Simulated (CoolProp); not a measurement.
Vapour-liquid equilibrium of propane (1) + isohexane (2) at 396 kPa; x and y are mole fractions of (1).

Model: multi-fluid Helmholtz-energy mixture model, Lemmon 2009 and Lemmon 2006; pair parameters Bell 2016, in CoolProp.

Task: Give the bubble temperature and the first vapour's composition at x = 0.55, 0.85, 0.95. Is there an azeotrope?

Result: x = 0.55: 14.9 °C, y = 0.973; x = 0.85: -0.3 °C, y = 0.995; x = 0.95: -4.0 °C, y = 0.999. No azeotrope shows between x = 0.05 and 0.95.

Pair parameters are fitted to limited data, so mixtures are less certain than the pure fluids.
